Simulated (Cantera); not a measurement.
Feed: 1 mol NF3, 0.74 mol O2, 1.7 mol H2, held at 0.133 bar.

Cantera equilibrium calculation (NASA polynomials, part measured and part estimated; ideal gas, pure solids and liquids). Candidate condensed phases: H2O; 65 gas species. Ions and electrons are included (thermal ionisation). Rates play no part.

Task: At 4500 K, list the 7 most abundant gas species with their mole fractions, and the condensed phases.

Result: H 0.380, F 0.335, O 0.180, N2 0.0581, HF 0.0370, N 0.00594, NO 0.00176. Condensed: gas only.
